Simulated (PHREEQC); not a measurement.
Solution (75 °C): 0.0087 mol/kgw Cu(NO3)2, 0.0013 mol/kgw H2SO4 and 0.0025 mol/kgw Na2SO4. Closed to the air; pH follows from the charge balance.

The numbers come from PHREEQC with the ion-association model, wateq4f.dat.

Precipitation was switched off in this run.

### Question
What pH does the model give?

### Answer
pH 2.78.

### Question
In which forms is S present?

### Answer
SO4-2 54 %, CuSO4 28 %, HSO4- 18 %, NaSO4- 0.9 % of the S.

Away from 25 °C the constants follow the database's enthalpies or fits; those with neither stay at their 25 °C values.
